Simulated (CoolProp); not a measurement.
Vapour-liquid equilibrium of CHF3 (R23) (1) + R134a (2) at 180.5 K; x and y are mole fractions of (1).

Model: multi-fluid Helmholtz-energy mixture model, Penoncello 2003 and Tillner-Roth 1994; pair parameters Bell 2016, in CoolProp.

Problem. Give the bubble pressure and the first vapour's composition at x = 0.05, 0.35, 0.45. Is there an azeotrope?

Solution. x = 0.05: 0.003683 MPa, y = 0.694; x = 0.35: 0.01847 MPa, y = 0.957; x = 0.45: 0.02351 MPa, y = 0.971. No azeotrope shows between x = 0.05 and 0.95.

The pair parameters rest on a limited set of measurements; away from them the model extrapolates.
